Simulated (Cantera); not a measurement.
A freely propagating, adiabatic, planar premixed flame of CH₄ : CO : O₂ : N₂ = 1 : 0.32 : 2.3 : 8.64 (molar parts), equivalence ratio 0.94, unburnt at 600 K and 1.58 atm; mixture-averaged transport, grid criteria slope 0.08 and curve 0.16, no radiation.

Model: GRI-Mech 3.0 (53 species, 325 reactions), integrated in Cantera. Burning velocities carry a grid error of a few per cent, more on coarse grids.

### Question
How do the results move with these cheaper or finer settings: unity-Lewis-number transport; multicomponent transport; multicomponent+Soret transport; grid criteria slope 0.5, curve 1; grid criteria slope 0.25, curve 0.5; grid criteria slope 0.03, curve 0.06?

### Answer
```
setting                               laminar burning velocity  thermal thickness  peak x(C₂H)  peak x(HCN)  grid points
------------------------------------  ------------------------  -----------------  -----------  -----------  -----------
as above                                              119 cm/s           0.225 mm      1.68e-7      2.21e-6          147
unity-Lewis-number transport                         90.6 cm/s           0.244 mm      1.40e-7      2.28e-6          136
multicomponent transport                              119 cm/s           0.228 mm      1.71e-7      2.22e-6          147
multicomponent+Soret transport                        117 cm/s           0.228 mm      1.60e-7      2.14e-6          147
grid criteria slope 0.5, curve 1                      128 cm/s           0.253 mm      1.59e-7      2.18e-6           38
grid criteria slope 0.25, curve 0.5                   122 cm/s           0.234 mm      1.65e-7      2.20e-6           57
grid criteria slope 0.03, curve 0.06                  117 cm/s           0.223 mm      1.68e-7      2.21e-6          352
```
The base run took very roughly 11 core-seconds.
Unity Lewis numbers drop preferential diffusion, which matters most where H2 and H carry the flame; Soret adds thermal diffusion.
